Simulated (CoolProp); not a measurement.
Properties of propyne along the isotherm 200.85 °C (Tc = 129.6 °C, pc = 5658 kPa, ω = 0.204).

The numbers come from the reference Helmholtz-energy equation of state, Polt 1992 in CoolProp. This equation is an older, rougher fit.

| p (kPa) | phase | density (kg/m³) | cp (kJ/(kg K)) | speed of sound (m/s) | Joule-Thomson coefficient (K/MPa) |
|---|---|---|---|---|---|
| 8.95 | gas | 0.09101 | 1.999 | 331.2 | 5.753 |
| 20.4 | gas | 0.2075 | 2.000 | 331.1 | 5.753 |
| 46.3 | gas | 0.4714 | 2.001 | 330.9 | 5.755 |
| 105 | gas | 1.071 | … | 330.3 | 5.759 |
| 240 | gas | 2.461 | 2.011 | 329.0 | 5.768 |
| 546 | gas | 5.664 | 2.028 | … | 5.788 |
| 1240 | gas | 13.21 | 2.070 | 319.3 | … |
| 2830 | gas | 32.23 | … | 303.4 | … |

**Question.** Complete the blanks.

**Answer.** 
- 105, cp (kJ/(kg K)): 2.004
- 546, speed of sound (m/s): 326.1
- 1240, Joule-Thomson coefficient (K/MPa): 5.835
- 2830, cp (kJ/(kg K)): 2.189
- 2830, Joule-Thomson coefficient (K/MPa): 5.941
